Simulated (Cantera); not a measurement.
Feed: 1 mol SiCl₄, 28 mol N₂, 14 mol H₂, equilibrated at 0.133 bar.

These are equilibrium values from Cantera (NASA tables, ideal gas, pure condensed phases), not measurements of a reactor. Candidate condensed phases: NH₄Cl, Si, Si₃N₄; 28 gas species. N₂ is the only nitrogen source here; it is nearly inert below about 1500 K, so the nitride shown seldom forms there in practice. Gases not in the tables: Si₂H₆ and higher silanes. Equilibrium is a limit: real reactors are often held back by kinetics, nucleation or transport.

**Question.** Which condensed phases are stable at each of these points (T (K)): 823, 923, 1023, 1123, 1223, 1323, 1423, 1523, 1623, 1723, 1823, 1923, 2023?

**Answer.** 
```tsv
T (K)	condensed phases	Si condensed (%)
823	Si₃N₄(s)	98.1
923	Si₃N₄(s)	98.8
1023	Si₃N₄(s)	99.2
1123	Si₃N₄(s)	99.4
1223	Si₃N₄(s)	99.5
1323	Si₃N₄(s)	99.3
1423	Si₃N₄(s)	98.5
1523	Si₃N₄(s)	95.4
1623	Si₃N₄(s)	86.8
1723	Si₃N₄(s)	69.2
1823	Si₃N₄(s)	43.5
1923	Si₃N₄(s)	14.5
2023	Si(l)	7.3
```

From 823 K to 1923 K the condensed part is Si₃N₄(s). At 2023 K the condensed part is Si(l).
